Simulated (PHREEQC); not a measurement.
**Acid rinse or clean: an equilibrium model**

Consider water at 25 °C with 0.17 mol HNO3, 0.0088 mol ZnSO4 and 0.00062 mol KCl per kg of water. Closed to the air; pH follows from the charge balance.

Model: ion-association model, phreeqc.dat, run in PHREEQC.

Each row changes one thing in this solution. Precipitation was switched off in this run.

```json
[
 {"case": "as made", "pH": "0.89", "ionic strength (mol/kgw)": "0.191", "HSO4- (mol/kgw)": "0.00713", "SO4-2 (mol/kgw)": "0.00142", "ZnSO4 (mol/kgw)": "0.000245", "ZnCl+ (mol/kgw)": "4.27e-6", "SI of Sylvite (KCl)": "-7.61"},
 {"case": "temperature from 25 to 75 °C", "pH": "0.90", "ionic strength (mol/kgw)": "0.189", "HSO4- (mol/kgw)": "0.00819", "SO4-2 (mol/kgw)": "0.000509", "ZnSO4 (mol/kgw)": "9.96e-5", "ZnCl+ (mol/kgw)": "2.48e-5", "SI of Sylvite (KCl)": "-7.86"},
 {"case": "diluted 10-fold with water", "pH": "1.83", "ionic strength (mol/kgw)": "0.0196", "HSO4- (mol/kgw)": "0.000417", "SO4-2 (mol/kgw)": "0.000433", "ZnSO4 (mol/kgw)": "2.94e-5", "ZnCl+ (mol/kgw)": "8.29e-8", "SI of Sylvite (KCl)": "-9.44"},
 {"case": "diluted 2-fold with water", "pH": "1.17", "ionic strength (mol/kgw)": "0.0959", "HSO4- (mol/kgw)": "0.00323", "SO4-2 (mol/kgw)": "0.00102", "ZnSO4 (mol/kgw)": "0.000143", "ZnCl+ (mol/kgw)": "1.34e-6", "SI of Sylvite (KCl)": "-8.15"},
 {"case": "HNO3 from 0.17 to 0.34 mol/kgw", "pH": "0.59", "ionic strength (mol/kgw)": "0.360", "HSO4- (mol/kgw)": "0.00773", "SO4-2 (mol/kgw)": "0.000964", "ZnSO4 (mol/kgw)": "0.000102", "ZnCl+ (mol/kgw)": "3.48e-6", "SI of Sylvite (KCl)": "-7.67"},
 {"case": "ZnSO4 from 0.0088 to 0.0132 mol/kgw", "pH": "0.90", "ionic strength (mol/kgw)": "0.200", "HSO4- (mol/kgw)": "0.0105", "SO4-2 (mol/kgw)": "0.00216", "ZnSO4 (mol/kgw)": "0.000533", "ZnCl+ (mol/kgw)": "6.20e-6", "SI of Sylvite (KCl)": "-7.61"}
]
```

Complexes and solids missing from the database can't appear. Constants without temperature data keep their 25 °C values here.
